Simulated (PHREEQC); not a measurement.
NaOH is added in steps, without added water, to 1 kg of water holding 0.0011 mol/kgw CaSO4, 0.0002 mol/kgw Na2HPO4 and 0.036 mol/kgw NaCl, at 25 °C. Oxygen alone is held at its pressure in air (log pO2 = -0.68). CO2 from the air is kept out. The run lets Gypsum, Portlandite, Hydroxyapatite, Halite, Mirabilite precipitate or redissolve, and no other solid.

Base run: PHREEQC, ion-association model, wateq4f.dat. Each further column changes one thing. The table gives pH.

```
NaOH added (mol)   base  CaSO4 from 0.0011 to 0.011 mol/kgw  no solid may form
----------------  -----  ----------------------------------  -----------------
0                  6.76                                6.11               8.16
6.375e-05          6.84                                6.17               9.04
0.0001275          6.94                                6.24               9.45
0.0001912          7.10                                6.37               9.74
0.000255           7.59                                6.77               9.95
0.0003188          9.63                                9.59              10.12
0.0003613          9.89                                9.85              10.21
0.000425          10.11                               10.07              10.32
0.0004888         10.26                               10.22              10.41
0.0005525         10.37                               10.33              10.49
0.0006163         10.46                               10.42              10.55
0.00068           10.53                               10.49              10.61
```

H3PO4, which wateq4f.dat lacks, is added to it with the constant of phreeqc.dat. In at least one series the solution becomes supersaturated in solids that the run did not let form, among them Hydroxyapatite.
